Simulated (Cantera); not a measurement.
A closed system holds: 1 mol V2O3, 1.2 mol H2, at 900 Torr.

Equilibrium computed with Cantera from the NASA thermochemical tables; the gas is ideal and each condensed phase is pure. Candidate condensed phases: H2O, V, VO, V2O3, V2O4, V2O5; 12 gas species. Mutual solubility and eutectic melting of coexisting phases are not modelled. VO: taken at fixed stoichiometry. Condensed phases not in the tables: the oxides between V2O3 and V2O5 other than VO2. Equilibrium is a limit: real reactors are often held back by kinetics, nucleation or transport.

x: gas mole fraction; n: condensed amount in mol.

```csv
T (K),x H2,x H2O,x H,x VO2,n VO(s),n V2O3(s),n VO(l)
1775,0.987,0.0131,?,2.15e-7,0.0314,0.984,0
1800,0.985,0.0144,?,3.51e-7,0.0346,0.983,0
1825,0.984,0.0158,?,5.64e-7,0.0380,0.981,0
1850,0.982,0.0173,?,8.94e-7,0.0416,0.979,0
1875,0.980,0.0189,?,1.40e-6,0.0454,0.977,0
1900,0.979,0.0206,?,2.16e-6,0.0495,0.975,0
1925,0.977,0.0224,?,3.30e-6,0.0538,0.973,0
1950,0.975,0.0243,?,4.98e-6,0.0584,0.971,0
1975,0.972,0.0263,?,7.43e-6,0.0632,0.968,0
2000,0.970,0.0284,?,1.10e-5,0.0682,0.966,0
2025,0.968,0.0306,?,1.60e-5,0.0735,0.963,0
2050,0.965,0.0329,?,2.32e-5,0.0790,0.960,0
2075,0.961,0.0365,?,3.39e-5,0,0.956,0.0879
```

### Question
Some entries are withheld; supply them.

### Answer

- 1775, x H: 0.000262
- 1800, x H: 0.000324
- 1825, x H: 0.000399
- 1850, x H: 0.000487
- 1875, x H: 0.000593
- 1900, x H: 0.000717
- 1925, x H: 0.000862
- 1950, x H: 0.00103
- 1975, x H: 0.00123
- 2000, x H: 0.00146
- 2025, x H: 0.00173
- 2050, x H: 0.00203
- 2075, x H: 0.00238
